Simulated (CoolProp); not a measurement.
A single-stage vapour-compression cycle with the fluid: evaporating at 274.15 K (dew point), condensing at 336.15 K (bubble point), superheat 5 K, subcooling 5 K, compressor efficiency 0.8, no pressure losses. The same conditions are run with several fluids, on thermodynamics alone (safety and materials aside).

The numbers come from the reference Helmholtz-energy equation of state of each fluid (R1132(E): Akasaka 2024; R21: Platzer 1990; cyclopentane: Gedanitz 2015; R1224YDZ: Akasaka 2023; n-pentane: Thol 2019; carbonyl sulfide: Lemmon 2006) in CoolProp. The equations of Platzer and Polt are older, rougher fits.

Question: Rank R1132(E), R21, cyclopentane, R1224YDZ, n-pentane, carbonyl sulfide by cooling COP, highest first.

Answer: cyclopentane (3.02), R21 (2.95), n-pentane (2.80), R1224YDZ (2.71), carbonyl sulfide (2.64), R1132(E) (2.23)

| fluid | pressure ratio | discharge temperature (K) | refrigerating effect (kJ/kg) | volumetric capacity (kJ/m³) |
|---|---|---|---|---|
| R1132(E) | 4.74 | 372.3 | 143 | 3850 |
| R21 | 7.63 | 388.0 | 186 | 627 |
| cyclopentane | 10.4 | 364.4 | 324 | 147 |
| R1224YDZ | 8.29 | 341.8 | 113 | 431 |
| n-pentane | 9.14 | 338.2 | 259 | 209 |
| carbonyl sulfide | 4.42 | 400.0 | 193 | 3720 |
